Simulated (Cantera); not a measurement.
An adiabatic, constant-volume homogeneous reactor starts with CO : H2 : O2 : N2 = 1 : 0.13 : 0.514 : 1.28 (molar parts), equivalence ratio 1.1, at 1275 K and 9.87 atm.

Model: GRI-Mech 3.0 (53 species, 325 reactions), integrated in Cantera. The hydrogen kinetics of GRI-Mech 3.0 are dated; newer H2 mechanisms differ, most at raised pressure. Above 3000 K some thermodynamic fits are extrapolated.

### Question
Predict: time of steepest temperature rise; temperature at 9.00 s; equilibrium temperature; x(CO) at 9.00 s; x(H2) at 9.00 s; x(O2) at 9.00 s; x(H) at 9.00 s; x(OH) at 9.00 s; x(NO) at 9.00 s; x(H2O) at 9.00 s.

### Answer
| Item | Value |
|---|---|
| time of steepest temperature rise | 10.8 µs |
| temperature at 9.00 s | 3214 K |
| equilibrium temperature | 3214 K |
| x(CO) at 9.00 s | 0.159 (gas-phase equilibrium 0.159) |
| x(H2) at 9.00 s | 0.00335 (gas-phase equilibrium 0.00335) |
| x(O2) at 9.00 s | 0.0428 (gas-phase equilibrium 0.0428) |
| x(H) at 9.00 s | 0.00359 (gas-phase equilibrium 0.00359) |
| x(OH) at 9.00 s | 0.0154 (gas-phase equilibrium 0.0154) |
| x(NO) at 9.00 s | 0.0215 (gas-phase equilibrium 0.0215) |
| x(H2O) at 9.00 s | 0.0372 (gas-phase equilibrium 0.0372) |
